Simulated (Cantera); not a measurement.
Charge: 1 mol CO2, 1.2 mol H2, equilibrated at 3123 K and 13.3 mbar.

Cantera equilibrium calculation (NASA polynomials, part measured and part estimated; ideal gas, pure solids and liquids). Candidate condensed phases: C, C6H6, C7H8, C8H18, H2O; 110 gas species. Equilibrium is a limit: real reactors are often held back by kinetics, nucleation or transport.

Question: What is the equilibrium state?

Answer: 
```
Quantity                                    Value
--------------------------------------  ---------
x(H)                                        0.454
x(CO)                                       0.250
x(O)                                        0.176
x(H2)                                      0.0533
x(OH)                                      0.0342
x(O2)                                      0.0144
x(H2O)                                     0.0111
x(CO2)                                    0.00678
gas amount                              3.891 mol
log10 activity of C(graphite) (absent)      -6.93
```
